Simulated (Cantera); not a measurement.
A closed system holds: 1 mol Si₃N₄, 34 mol HCl, at 75.0 Torr.

Equilibrium computed with Cantera from the NASA thermochemical tables; the gas is ideal and each condensed phase is pure. Candidate condensed phases: NH₄Cl, Si, Si₃N₄; 28 gas species. The tables' values for SiCl₃ are old estimates; treat these amounts as uncertain. Kinetics and transport are ignored.

Problem. At 1125 K, list the 5 most abundant gas species with their mole fractions, and the condensed phases.

Solution. HCl 0.667, H₂ 0.181, SiCl₄ 0.0902, N₂ 0.0606, SiHCl₃ 0.000426. Condensed: gas only.
